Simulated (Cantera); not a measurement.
## Thermodynamics of metals in furnace atmospheres, feed Cu + H2O + CO

Charge: 1 mol Cu, 0.11 mol H2O, a varied amount of CO, equilibrated at 0.290 bar.

Equilibrium computed with Cantera from the NASA thermochemical tables; the gas is ideal and each condensed phase is pure. Candidate condensed phases: C, C6H6, C7H8, C8H18, Cu, CuO, Cu(OH)2, Cu2O, H2O; 113 gas species. Equilibrium is a limit: real reactors are often held back by kinetics, nucleation or transport.

Stable condensed phases:

```
T in K \ n(CO) in mol
           1 2.3 3.6 4.9 6.2 7.4 8.7  10  11  13  14  15  16
   1623    A   A   A   A   A   A   A   A   A   A   A   A   A
   1548    A   A   A   A   A   A   A   A   A   A   A   A   A
   1473    A   A   A   A   A   A   A   A   A   A   A   A   A
   1398    A   A   A   A   A   A   A   A   A   A   A   A   A
   1323    A   A   A   A   A   A   A   A   A   A   A   A   A
   1248    A   A   A   A   A   A   A   A   A   A   A   A   A
   1173    A   A   A   A   A   A   A   A   A   A   B   B   B
   1098    A   A   A   B   B   B   B   B   B   B   B   B   B
   1023    A   B   B   B   B   B   B   B   B   B   B   B   B
    948    B   B   B   B   B   B   B   B   B   B   B   B   B
    873    B   B   B   B   B   B   B   B   B   B   B   B   B
```

A: Cu; B: C + Cu.
